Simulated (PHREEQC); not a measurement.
Make-up at 91 °C: 0.0014 mol/kgw HNO3, 0.25 mol/kgw K2SO4 and 0.00012 mol/kgw CuSO4. Closed to the air; pH follows from the charge balance.

Model: ion-association model, wateq4f.dat, run in PHREEQC.

Each row changes one thing in this solution. This is a speciation only: nothing precipitates in the calculation.

```json
[
 {"case": "as made", "pH": "4.14", "ionic strength (mol/kgw)": "0.495", "SO4-2 (mol/kgw)": "0.122", "HSO4- (mol/kgw)": "0.00130"},
 {"case": "0.1 mol/kgw HF added", "pH": "2.86", "ionic strength (mol/kgw)": "0.494", "SO4-2 (mol/kgw)": "0.110", "HSO4- (mol/kgw)": "0.0221"},
 {"case": "CuSO4 left out", "pH": "4.14", "ionic strength (mol/kgw)": "0.494", "SO4-2 (mol/kgw)": "0.121", "HSO4- (mol/kgw)": "0.00130"},
 {"case": "K2SO4 replaced by KCl at the same molality", "pH": "___", "ionic strength (mol/kgw)": "0.252", "SO4-2 (mol/kgw)": "___", "HSO4- (mol/kgw)": "___"},
 {"case": "HNO3 left out", "pH": "6.11", "ionic strength (mol/kgw)": "0.495", "SO4-2 (mol/kgw)": "0.122", "HSO4- (mol/kgw)": "___"},
 {"case": "temperature from 91 to 40 °C", "pH": "3.72", "ionic strength (mol/kgw)": "0.555", "SO4-2 (mol/kgw)": "0.152", "HSO4- (mol/kgw)": "0.00115"},
 {"case": "K2SO4 replaced by NaHSO4 at the same molality", "pH": "1.45", "ionic strength (mol/kgw)": "0.320", "SO4-2 (mol/kgw)": "0.0340", "HSO4- (mol/kgw)": "0.204"},
 {"case": "K2SO4 from 0.25 to 0.275 mol/kgw", "pH": "___", "ionic strength (mol/kgw)": "0.537", "SO4-2 (mol/kgw)": "0.131", "HSO4- (mol/kgw)": "0.00130"}
]
```

Q: Complete the blanks.

A: 
- K2SO4 replaced by KCl at the same molality, pH: 2.97
- K2SO4 replaced by KCl at the same molality, SO4-2 (mol/kgw): 5.57e-5
- K2SO4 replaced by KCl at the same molality, HSO4- (mol/kgw): 1.08e-5
- HNO3 left out, HSO4- (mol/kgw): 1.40e-5
- K2SO4 from 0.25 to 0.275 mol/kgw, pH: 4.16

Species that the database lacks are ignored. Some of these states are supersaturated (in Cu(OH)2, Tenorite (slow to form), for instance). Away from 25 °C the constants follow the database's enthalpies or fits; those with neither stay at their 25 °C values.
